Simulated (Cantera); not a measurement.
A closed system holds: 1 mol Si₃N₄, 0.12 mol O₂, 4.5 mol H₂, 1.4 mol CO₂, at 0.150 Pa.

Cantera equilibrium calculation (NASA polynomials, part measured and part estimated; ideal gas, pure solids and liquids). Candidate condensed phases: C, C₆H₆, C₇H₈, C₈H₁₈, H₂O, Si, SiC, SiO₂, Si₂N₂O, Si₃N₄; 151 gas species. Mutual solubility and eutectic melting of coexisting phases are not modelled. The tables' values for SiN are old estimates; treat these amounts as uncertain. The tables hold silica as quartz up to 1696 K and as liquid above; real silica turns to tridymite and cristobalite and melts near 1996 K. Kinetics and transport are ignored.

log p: log10 of the partial pressure in bar; n: condensed amount in mol.

```
T (K)  log p H₂  log p H  log p SiO  log p CO  log p N₂  log p Si  n SiO₂(β-quartz)  n Si₂N₂O(s)  n SiC(s)
-----  --------  -------  ---------  --------  --------  --------  ----------------  -----------  --------
1073      -5.98   -10.84     -10.36     -6.49     -6.90      <-17            0.0933         1.45         0
1173      -5.98    -9.92      -8.25     -6.49     -6.89    -15.58            0.0853         1.45         0
1273      -6.00        ?          ?     -6.51     -6.85         ?                 0         1.36         0
1373      -6.15    -8.55      -6.44     -6.95     -6.50    -10.05                 0            0     0.680
1473      -6.16        ?      -6.44     -6.95     -6.50         ?                 0            0     0.675
1573      -6.17    -7.48      -6.46     -6.92     -6.51     -7.76                 0            0     0.622
1673      -6.23    -7.06      -6.57     -6.80     -6.55     -6.93                 0            0     0.253
1773      -6.32    -6.71      -6.68     -6.74     -6.59     -6.76                 0            0         0
1873      -6.46    -6.42      -6.71     -6.77     -6.62     -6.79                 0            0         0
1973      -6.71    -6.22      -6.74     -6.81     -6.66     -6.82                 0            0         0
```

Some entries are withheld; supply them.


- 1473, log p H: -7.98
- 1473, log p Si: -8.81
- 1273, log p H: -9.15
- 1273, log p SiO: -7.21
- 1273, log p Si: -12.20
